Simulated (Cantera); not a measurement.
Thermodynamics of roasting and sulfation, feed FeS + SO₃ + N₂

Feed: 1 mol FeS, 0.11 mol SO₃, 2.8 mol N₂, equilibrated at 502 °C and 75.0 Torr.

These are equilibrium values from Cantera (NASA tables, ideal gas, pure condensed phases), not measurements of a reactor. Candidate condensed phases: Fe, FeO, FeS, FeSO₄, FeS₂, Fe₂O₃, Fe₂(SO₄)₃, Fe₃O₄, S; 19 gas species. FeS: taken at fixed stoichiometry. Gases not in the tables: S₃ to S₇. Kinetics and transport are ignored.

```json
{
 "x(N₂)": "0.990",
 "x(SO₂)": "0.00963",
 "x(S₂)": "0.000250",
 "x(S₂O)": "7.33e-6",
 "n(FeS(s))": "0.505 mol",
 "n(FeS₂(s))": "0.288 mol",
 "n(Fe₃O₄(s))": "0.0689 mol",
 "gas_amount": "2.828 mol",
 "log10 activity of S(l) (absent)": "-1.86",
 "log10 activity of Fe(α) (absent)": "-5.14",
 "log10 activity of FeSO₄(s) (absent)": "-5.34"
}
```
